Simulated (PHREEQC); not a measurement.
Make-up at 25 °C: 0.071 mol/kgw CuSO4, 0.00073 mol/kgw HNO3 and 0.006 mol/kgw NaCl. Closed to the air; pH follows from the charge balance.

Computed with PHREEQC (ion-association model, wateq4f.dat).

No solid was allowed to form.

What pH does the model give?

pH 3.59.

In which forms is S present?

SO4-2 54 %, CuSO4 45 %, HSO4- 0.6 % of the S.
